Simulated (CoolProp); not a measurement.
Vapour-liquid equilibrium of diethyl ether (1) + acetone (2) at 385.2 K; x and y are mole fractions of (1).

Model: multi-fluid Helmholtz-energy mixture model, Thol 2014 and Lemmon 2006; pair parameters Bell 2016, in CoolProp.

```
x     bubble pressure (kPa)  y at the bubble point  dew pressure at overall composition x (kPa)  liquid density (mol/L)
----  ---------------------  ---------------------  -------------------------------------------  ----------------------
0.05                  533.0                  0.097                                        517.6                   11.41
0.2                   622.2                  0.328                                        570.1                   10.70
0.35                  699.6                  0.494                                        632.0                   10.04
0.5                   761.7                  0.620                                        702.8                   9.455
0.65                  808.6                  0.726                                        776.1                   8.928
0.8                   840.7                  0.830                                        833.3                   8.468
0.95                  854.9                  0.951                                        854.9                   8.077
```

No azeotrope shows between x = 0.05 and 0.95.

The pair parameters rest on a limited set of measurements; away from them the model extrapolates.
